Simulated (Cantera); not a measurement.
Charge: 1 mol B, 0.023 mol Cl₂, 4.6 mol H₂, held at 800 K and 0.100 bar.

Equilibrium computed with Cantera from the NASA thermochemical tables; the gas is ideal and each condensed phase is pure. Candidate condensed phases: B; 13 gas species. Gases not in the tables: BHCl₂. Equilibrium is a limit: real reactors are often held back by kinetics, nucleation or transport.

Base state: H₂ 0.993, HCl 0.00625, BCl₃ 0.00123 (mole fractions); condensed: B(s).

What changes in the equilibrium state with this change: 0.1 mol HF added?


| species | before | after |
|---|---|---|
| H₂ | 0.993 | 0.985 |
| BF₃ | 0 | 0.00633 |
| HCl | 0.00625 | 0.00618 |
| BHF₂ | 0 | 0.00114 |
| BCl₃ | 0.00123 | 0.00120 |
| B(s), mol | 0.994 | 0.959 |
